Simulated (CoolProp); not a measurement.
Vapour-liquid equilibrium of R125 (1) + fluoroethane (R161) (2) at 37.85 °C; x and y are mole fractions of (1).

Values from CoolProp's multi-fluid Helmholtz-energy mixture model, Lemmon 2005 and Wu 2012; pair parameters Bell 2016.

Problem. Give the bubble pressure and the first vapour's composition at x = 0.05, 0.5, 0.95. Is there an azeotrope?

Solution. x = 0.05: 1.315 MPa, y = 0.063; x = 0.5: 1.613 MPa, y = 0.577; x = 0.95: 1.887 MPa, y = 0.957. No azeotrope shows between x = 0.05 and 0.95.

The pair parameters rest on a limited set of measurements; away from them the model extrapolates. The gap from Raoult's law changes sign with composition, which may be real or a fault of the pair parameters; it wasn't checked against measurements.
